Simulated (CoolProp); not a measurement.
A closed Brayton cycle with carbon dioxide: compressor inlet 313.15 K and 9.4 MPa, high pressure 24.9 MPa, turbine inlet 900 K, compressor efficiency 0.8, turbine efficiency 0.85, recuperator effectiveness 0.9 (on enthalpy, no pinch check). Each further row changes one setting.

Values from CoolProp's reference Helmholtz-energy equation of state, Span 1996.

```csv
case,thermal efficiency (%),net work (kJ/kg),compressor to turbine work,compressor exit (K),turbine exit (K)
as stated,34.0,103,0.22,351.3,783.1
turbine inlet 850 K,32.8,95.3,0.24,351.3,737.1
compressor inlet 323.15 K,32.8,88.1,0.34,393.6,783.1
high pressure 21.2 MPa,31.9,89.4,0.21,344.4,801.9
recuperator effectiveness 0.5,20.2,103,0.22,351.3,783.1
```
